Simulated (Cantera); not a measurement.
Feed: 1 mol Si, 4.7 mol CO2, 530 mol N2, at 500 Pa.

Cantera equilibrium calculation (NASA polynomials, part measured and part estimated; ideal gas, pure solids and liquids). Candidate condensed phases: C, Si, SiC, SiO2, Si2N2O, Si3N4; 34 gas species. The tables hold silica as quartz up to 1696 K and as liquid above; real silica turns to tridymite and cristobalite and melts near 1996 K. Rates play no part.

Task: Which condensed phases are stable at each of these points (T (K)): 1173, 1248, 1323, 1398, 1473, 1548, 1623, 1698, 1773, 1848, 1923, 1998, 2073, 2148?

Result: 
```
T (K)  condensed phases  Si condensed (%)
-----  ----------------  ----------------
1173     SiO2(β-quartz)             100.0
1248     SiO2(β-quartz)             100.0
1323     SiO2(β-quartz)             100.0
1398     SiO2(β-quartz)             100.0
1473     SiO2(β-quartz)             100.0
1548     SiO2(β-quartz)             100.0
1623     SiO2(β-quartz)              99.9
1698    SiO2(condensed)              99.4
1773    SiO2(condensed)              97.2
1848    SiO2(condensed)              89.2
1923    SiO2(condensed)              62.5
1998           gas only               0.0
2073           gas only               0.0
2148           gas only               0.0
```

From 1173 K to 1623 K the condensed part is SiO2(β-quartz). From 1698 K to 1923 K the condensed part is SiO2(condensed). From 1998 K to 2148 K nothing is condensed.
